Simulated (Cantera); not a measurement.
Input: 1 mol PbCl2, 9.4 mol H2, at 133 Pa.

These are equilibrium values from Cantera (NASA tables, ideal gas, pure condensed phases), not measurements of a reactor. Candidate condensed phases: Pb, PbCl2; 10 gas species. The tables' values for PbCl4 are old estimates; treat these amounts as uncertain. The numbers say what is thermodynamically allowed, not how fast it happens. All values below are at 702 °C.

Base state: H2 0.817, HCl 0.139, PbCl 0.0240, PbCl2 0.0126, Pb 0.00688, PbCl4 1.29e-5 (mole fractions); condensed: Pb(l).

### Question
What changes in the equilibrium state with this change: pressure from 133 Pa to 100000 Pa?

### Answer
| species | before | after |
|---|---|---|
| H2 | 0.817 | 0.843 |
| HCl | 0.139 | 0.136 |
| PbCl2 | 0.0126 | 0.0117 |
| PbCl | 0.0240 | 0.000843 |
| PbCl4 | 1.29e-5 | 0.00831 |
| Pb | 0.00688 | 9.17e-6 |
| Pb(l), mol | 0.539 | 0.785 |
